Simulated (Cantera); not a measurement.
# Equilibrium for metals in furnace atmospheres: Ti + O2 + CO

Charge: 1 mol Ti, a varied amount of O2, 1.8 mol CO, at 62.0 Pa.

Method: chemical equilibrium by Gibbs-energy minimisation in Cantera with the NASA 1993 tables (ideal gas, pure condensed phases). Candidate condensed phases: C, Ti, TiC, TiO, TiO2, Ti2O3, Ti3O5, Ti4O7; 15 gas species. Mutual solubility and eutectic melting of coexisting phases are not modelled. TiC, TiO: taken at fixed stoichiometry. Condensed phases not in the tables: Magnéli phases beyond Ti4O7, solid solutions among these carbides, nitrides and lower oxides. Kinetics and transport are ignored.

Stable condensed phases:

```
T in °C \ n(O2) in mol
         0.022 0.035 0.055 0.086  0.14  0.21  0.33  0.53  0.83   1.3     2
   1727      A     A     A     A     A     A     A     B     C     D     D
   1627      A     A     A     A     A     A     A     B     C     D     D
   1527      A     A     A     A     A     A     A     B     C     D     D
   1427      E     E     E     E     E     E     E     E     C     D     D
   1327      E     E     E     E     E     E     E     E     C     D     D
   1227      E     E     E     E     E     E     E     E     C     D     D
   1127      E     E     E     E     E     E     E     E     C     D     D
   1027      E     E     E     E     E     E     E     E     C     D     D
    927      E     E     E     E     E     E     E     E     C     D     D
    827      F     F     F     F     F     F     F     F     F     D     D
```

A: TiC + TiO; B: TiO + Ti2O3; C: Ti2O3 + Ti3O5; D: TiO2; E: TiC + Ti2O3; F: C + Ti4O7.
